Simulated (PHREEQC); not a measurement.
Consider water at 25 °C with 0.0021 mol CaCl2, 0.0028 mol Na2SO4, 0.0057 mol KCl and 0.00022 mol KH2PO4 per kg of water. Closed to the air; pH follows from the charge balance.

Model: ion-association model, phreeqc.dat, run in PHREEQC.

Precipitation was switched off in this run.

Problem. Order these P species by the share of P that they hold, largest first: H2PO4-, HPO4-2, CaHPO4, CaH2PO4+.

Solution. H2PO4- (95 %), CaH2PO4+ (2.6 %), HPO4-2 (2.0 %), CaHPO4 (0.68 %)

Problem. Order these S species by the share of S that they hold, largest first: NaSO4-, SO4-2, KSO4-, CaSO4.

Solution. SO4-2 (87 %), CaSO4 (9.7 %), KSO4- (2.1 %), NaSO4- (1.4 %)

The pH is 5.35 and the ionic strength 0.0193 mol/kgw. Species that the database lacks are ignored.
